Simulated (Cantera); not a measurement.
**Gas-phase reforming**

An isothermal, constant-pressure homogeneous reactor starts with 18.9 % CH4, 56.6 % CO2, 24.5 % H2, at 1550 K and 7500 Torr.

Model: GRI-Mech 3.0 (53 species, 325 reactions), integrated in Cantera.

```tsv
t (s)	x CH4	x CO2	x H2	x OH	x HO2
8.00e-6	0.189	0.566	0.245	1.19e-8	<1e-12
3.81e-5	0.189	0.566	0.245	2.90e-8	<1e-12
0.000181	0.188	0.565	0.245	3.40e-8	<1e-12
0.000862	0.187	0.561	0.242	3.94e-8	<1e-12
0.00410	0.182	0.541	0.228	4.84e-8	<1e-12
0.0195	0.160	0.461	0.180	8.70e-8	<1e-12
0.0928	0.0886	0.288	0.118	1.98e-7	<1e-12
0.442	0.0501	0.205	0.140	2.24e-7	<1e-12
2.10	0.0412	0.155	0.191	1.63e-7	<1e-12
10.0	0.0160	0.116	0.249	1.25e-7	<1e-12
```
x: mole fraction; the columns are a selection and need not sum to one.

Equilibrium at this temperature and pressure: CH4 1.34e-5, CO2 0.100, H2 0.278, OH 1.11e-7, HO2 <1e-12 (gas phase only).
